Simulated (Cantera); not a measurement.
Cantera with NASA thermochemical tables; ideal gases at 1 bar, condensed phases pure. Values are per mole of reaction as written; species without (g) are pure solids or liquids, kept so even where they would boil at 1 bar. ZrN: taken at fixed stoichiometry.

ZrO₂ + 2 H₂(g) + N(g) ⇌ ZrN + 2 H₂O(g), with ΔH° = -224.2 kJ and ΔS° = -48.6 J/K at 300 K.

**Question.** How far is the shortcut ΔG° ≈ ΔH°(300 K) − T·ΔS°(300 K) from the full temperature-dependent value at 1700, 1750, 1800, 1850, 1900 K?

**Answer.** 
| T (K) | shortcut (kJ) | full (kJ) | difference (kJ) | difference in log10 K | condensed phases |
|---|---|---|---|---|---|
| 1700 | -141.5 | -99.3 | -42.1 | 1.29 | ZrO₂(tetragonal), ZrN(s) |
| 1750 | -139.0 | -94.6 | -44.4 | 1.33 | ZrO₂(tetragonal), ZrN(s) |
| 1800 | -136.6 | -89.9 | -46.7 | 1.35 | ZrO₂(tetragonal), ZrN(s) |
| 1850 | -134.2 | -85.2 | -49.0 | 1.38 | ZrO₂(tetragonal), ZrN(s) |
| 1900 | -131.8 | -80.5 | -51.2 | 1.41 | ZrO₂(tetragonal), ZrN(s) |
The shortcut ignores heat capacities and the phase changes listed.
